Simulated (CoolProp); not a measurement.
Vapour-liquid equilibrium of propane (1) + R114 (2) at 5.33 bar; x and y are mole fractions of (1).

Model: multi-fluid Helmholtz-energy mixture model, Lemmon 2009 and Platzer 1990; pair parameters Bell 2016, in CoolProp. This equation is an older, rougher fit; its heat capacities, sound speeds and derivatives of the liquid may be far off and weren't checked against measurements.

```tsv
x	bubble temperature (°C)	y at the bubble point	dew temperature at overall composition x (°C)	liquid density (mol/L)
0.05	50.5	0.173	55.0	8.112
0.15	40.1	0.421	51.3	8.508
0.25	32.2	0.579	(withheld)	8.877
0.35	26.0	0.686	(withheld)	9.234
0.45	(withheld)	0.762	38.7	9.589
0.55	17.1	0.821	33.7	9.952
0.65	13.6	0.868	28.2	10.33
0.75	10.6	0.909	21.9	10.73
0.85	7.8	0.946	14.9	11.16
0.95	5.1	(withheld)	7.5	11.62
```

Question: Fill in the missing entries.

Answer: 
- 0.25, dew temperature at overall composition x (°C): 47.4
- 0.35, dew temperature at overall composition x (°C): 43.3
- 0.45, bubble temperature (°C): 21.1
- 0.95, y at the bubble point: 0.982

No azeotrope shows between x = 0.05 and 0.95.

The pair parameters rest on a limited set of measurements; away from them the model extrapolates.
